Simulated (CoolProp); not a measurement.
Vapour-liquid equilibrium of R22 (1) + dimethyl ether (2) at 2.51 bar; x and y are mole fractions of (1).

The numbers come from the multi-fluid Helmholtz-energy mixture model, Kamei 1995 and Wu 2011; pair parameters Bell 2016 in CoolProp.

```
x     bubble temperature, mixture model (°C)  bubble temperature, Raoult's law (°C)  y, mixture model  y, Raoult's law
----  --------------------------------------  -------------------------------------  ----------------  ---------------
0.05                                       ?                                   -2.9             0.040            0.090
0.15                                    -0.8                                   -5.2                 ?            0.250
0.25                                       ?                                   -7.3             0.251            0.388
0.35                                    -0.9                                   -9.3             0.388            0.507
0.45                                    -2.1                                  -11.1             0.537            0.611
0.55                                    -4.2                                  -12.8             0.685            0.703
0.65                                    -7.2                                  -14.4             0.811            0.783
0.75                                       ?                                  -16.0             0.904            0.854
0.85                                   -14.7                                  -17.4             0.962            0.917
0.95                                   -18.0                                  -18.8             0.992            0.974
```

Q: Fill in the missing entries.

A: 
- 0.05, bubble temperature, mixture model (°C): -1.4
- 0.15, y, mixture model: 0.135
- 0.25, bubble temperature, mixture model (°C): -0.6
- 0.75, bubble temperature, mixture model (°C): -10.9

The largest gap from Raoult's law is +9.0 K in bubble temperature, at x = 0.45. y crosses x between x = 0.15 and 0.25: the model has an azeotrope there.

Pair parameters are fitted to limited data, so mixtures are less certain than the pure fluids.
